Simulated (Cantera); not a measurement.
Feed: 1 mol SiH4, 0.25 mol C2H4, 150 mol H2, equilibrated at 1827 °C and 0.440 bar.

Method: chemical equilibrium by Gibbs-energy minimisation in Cantera with the NASA 1993 tables (ideal gas, pure condensed phases). Candidate condensed phases: C, C6H6, C7H8, C8H18, Si, SiC; 87 gas species. Mutual solubility and eutectic melting of coexisting phases are not modelled. Gases not in the tables: Si2H6 and higher silanes. Kinetics and transport are ignored.

Base state: H2 0.995, H 0.00468, Si 0.000303, SiH2 0.000181, SiH 0.000109, Si2C 1.24e-5, CH4 1.12e-5 (mole fractions); condensed: Si(l) + SiC(s).

**Question.** What changes in the equilibrium state with this change: temperature from 1827 °C to 1452 °C?

**Answer.** 
```csv
species,before,after
H2,0.995,1.000
H,0.00468,0.000280
SiH2,0.000181,1.72e-5
Si,0.000303,2.31e-6
Si2C,1.24e-5,1.61e-8
SiH,0.000109,2.19e-6
CH4,1.12e-5,7.39e-6
"Si(l), mol",0.410,0.498
"SiC(s), mol",0.494,0.499
```
